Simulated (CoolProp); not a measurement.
Properties of tetradecamethylhexasiloxane (MD4M) along the isobar 1010 kPa.

Computed with CoolProp (reference Helmholtz-energy equation of state, Thol 2019).

```csv
T (K),phase,Z,speed of sound (m/s)
350.5,liquid,0.1899,804.6
358.6,liquid,0.1874,782.3
366.8,liquid,0.1849,760.2
374.9,liquid,0.1827,738.7
383.1,liquid,0.1805,717.2
391.2,liquid,0.1786,696.4
399.4,liquid,0.1767,675.6
407.5,liquid,0.1749,655.3
```
